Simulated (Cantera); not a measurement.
A closed system holds: 1 mol SiC, 0.015 mol N2O, 210 mol N2, at 2148 K and 7.50 Torr.

Cantera equilibrium calculation (NASA polynomials, part measured and part estimated; ideal gas, pure solids and liquids). Candidate condensed phases: C, Si, SiC, SiO2, Si2N2O, Si3N4; 34 gas species. The tables' values for SiN are old estimates; treat these amounts as uncertain. Kinetics and transport are ignored.

Base state: N2 0.998, Si 0.00201, SiC2 0.000157, Si2C 9.81e-5, CO 7.04e-5, SiN 3.76e-5, CN 3.40e-5 (mole fractions); condensed: C(graphite) + SiC(s).

### Question
What changes in the equilibrium state with this change: temperature from 2148 K to 1848.15 K?

### Answer
| species | before | after |
|---|---|---|
| N2 | 0.998 | 1.000 |
| CO | 7.04e-5 | 6.71e-5 |
| Si | 0.00201 | 5.94e-5 |
| SiC2 | 0.000157 | 1.14e-7 |
| CN | 3.40e-5 | 2.08e-7 |
| Si2C | 9.81e-5 | 8.09e-7 |
| SiN | 3.76e-5 | 2.29e-6 |
| C(graphite), mol | 0.396 | 0 |
| SiC(s), mol | 0.492 | 0.986 |
